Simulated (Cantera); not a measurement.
Charge: 1 mol NH3, 0.018 mol SO2, 0.34 mol H2, held at 2100 K and 0.133 bar.

Equilibrium computed with Cantera from the NASA thermochemical tables; the gas is ideal and each condensed phase is pure. Candidate condensed phases: H2O, H2SO4, S; 35 gas species. The numbers say what is thermodynamically allowed, not how fast it happens.

Base state: H2 0.758, N2 0.212, H2O 0.0152, H 0.00743, H2S 0.00349, SH 0.00213, S2 0.000765, S 0.000450 (mole fractions); condensed: gas only.

Question: What changes in the equilibrium state with this change: SO2 from 0.018 to 0.4 mol?

Answer: 
```json
[
 {"species": "H2", "before": "0.758", "after": "0.421"},
 {"species": "H2O", "before": "0.0152", "after": "0.271"},
 {"species": "N2", "before": "0.212", "after": "0.195"},
 {"species": "S2", "before": "0.000765", "after": "0.0488"},
 {"species": "SO2", "before": "1.64e-6", "after": "0.0135"},
 {"species": "SO", "before": "4.86e-5", "after": "0.0125"},
 {"species": "SH", "before": "0.00213", "after": "0.0127"},
 {"species": "H2S", "before": "0.00349", "after": "0.0155"},
 {"species": "S2O", "before": "1.62e-7", "after": "0.000331"},
 {"species": "NO", "before": "3.67e-7", "after": "1.13e-5"}
]
```

Question: What changes in the equilibrium state with this change: temperature from 2100 K to 1123.15 K?

Answer: 
| species | before | after |
|---|---|---|
| H2 | 0.758 | 0.763 |
| N2 | 0.212 | 0.214 |
| H2O | 0.0152 | 0.0154 |
| H | 0.00743 | 1.02e-7 |
| H2S | 0.00349 | 0.00769 |
| S | 0.000450 | <1e-9 |
| SO | 4.86e-5 | <1e-9 |
| OH | 1.78e-5 | <1e-9 |
| S2 | 0.000765 | 4.44e-7 |
